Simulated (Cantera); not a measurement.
**Ignition delay**

Mixture: H₂ : O₂ : N₂ = 1 : 0.5 : 1.88 (molar parts), equivalence ratio 1.0, at 10.0 bar, adiabatic and at constant pressure. Ignition delay is the time to a rise of 400 K.

Detailed kinetics in Cantera: GRI-Mech 3.0 (53 species, 325 reactions). The hydrogen kinetics of GRI-Mech 3.0 are dated; newer H2 mechanisms differ, most at raised pressure.

```json
[
 {"T0 (K)": "1275", "delay (ms)": "0.00703"},
 {"T0 (K)": "1350", "delay (ms)": "0.00321"},
 {"T0 (K)": "1425", "delay (ms)": "0.00204"},
 {"T0 (K)": "1500", "delay (ms)": "0.00147"},
 {"T0 (K)": "1575", "delay (ms)": "0.00114"}
]
```

```json
{
 "apparent activation energy between 1425 and 1575 K": "73 kJ/mol"
}
```
